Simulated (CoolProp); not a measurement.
Vapour-liquid equilibrium of ethanol (1) + o-xylene (2) at 0.0313 MPa; x and y are mole fractions of (1).

Computed with CoolProp (multi-fluid Helmholtz-energy mixture model, Schroeder 2014 and Zhou 2012; pair parameters Bell 2016).

Q: Give the bubble temperature and the first vapour's composition at x = 0.05, 0.2, 0.65. Is there an azeotrope?

A: x = 0.05: 347.9 K, y = 0.682; x = 0.2: 329.9 K, y = 0.866; x = 0.65: 326.8 K, y = 0.893. No azeotrope shows between x = 0.05 and 0.95.

Pair parameters are fitted to limited data, so mixtures are less certain than the pure fluids. With so large a gap from Raoult's law the liquid may split in two, which this calculation doesn't test in full.
